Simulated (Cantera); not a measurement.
Input: 1 mol V2O3, a varied amount of H2, 2.2 mol H2O, equilibrated at 1475 °C and 0.220 bar.

Equilibrium computed with Cantera from the NASA thermochemical tables; the gas is ideal and each condensed phase is pure. Candidate condensed phases: H2O, V, VO, V2O3, V2O4, V2O5; 12 gas species. Condensed phases not in the tables: the oxides between V2O3 and V2O5 other than VO2. Kinetics and transport are ignored.

x: gas mole fraction; n: condensed amount in mol.

```json
[
 {"n(H2) (mol)": "0.42", "x H2": "0.160", "x H2O": "0.840", "x H": "0.000195", "x OH": "5.97e-5", "n V2O3(s)": "1.000"},
 {"n(H2) (mol)": "0.77", "x H2": "0.259", "x H2O": "0.741", "x H": "0.000248", "x OH": "4.14e-5", "n V2O3(s)": "1.000"},
 {"n(H2) (mol)": "1.4", "x H2": "?", "x H2O": "?", "x H": "?", "x OH": "?", "n V2O3(s)": "1.000"},
 {"n(H2) (mol)": "2.7", "x H2": "0.551", "x H2O": "0.449", "x H": "0.000362", "x OH": "1.72e-5", "n V2O3(s)": "1.000"},
 {"n(H2) (mol)": "4.9", "x H2": "0.690", "x H2O": "0.310", "x H": "0.000405", "x OH": "1.06e-5", "n V2O3(s)": "1.000"},
 {"n(H2) (mol)": "9.2", "x H2": "?", "x H2O": "?", "x H": "0.000438", "x OH": "?", "n V2O3(s)": "1.000"},
 {"n(H2) (mol)": "17", "x H2": "0.885", "x H2O": "0.115", "x H": "0.000459", "x OH": "3.47e-6", "n V2O3(s)": "1.000"},
 {"n(H2) (mol)": "32", "x H2": "0.935", "x H2O": "0.0643", "x H": "0.000472", "x OH": "1.89e-6", "n V2O3(s)": "1.000"},
 {"n(H2) (mol)": "59", "x H2": "0.964", "x H2O": "0.0359", "x H": "0.000479", "x OH": "1.04e-6", "n V2O3(s)": "1.000"}
]
```

Problem. What belongs in the gaps?

Solution. 
- 1.4, x H2: 0.389
- 1.4, x H2O: 0.611
- 1.4, x H: 0.000304
- 1.4, x OH: 2.79e-5
- 9.2, x H2: 0.807
- 9.2, x H2O: 0.193
- 9.2, x OH: 6.12e-6
